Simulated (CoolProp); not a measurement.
Sulfur hexafluoride at 298.15 K and 1.99 MPa is throttled through a valve to 0.0644 MPa with no heat exchange. Each further row changes one setting.

Model: reference Helmholtz-energy equation of state, Guder 2009, in CoolProp.

| case | temperature change (K) | final density (kg/m³) |
|---|---|---|
| as stated | -25.3 | ? |
| outlet pressure 0.0193 MPa | ? | ? |
| outlet pressure 0.0837 MPa | ? | ? |

Question: Complete the blanks.

Answer: 
- as stated, final density (kg/m³): 4.19
- outlet pressure 0.0193 MPa, temperature change (K): -25.8
- outlet pressure 0.0193 MPa, final density (kg/m³): 1.25
- outlet pressure 0.0837 MPa, temperature change (K): -25.0
- outlet pressure 0.0837 MPa, final density (kg/m³): 5.45
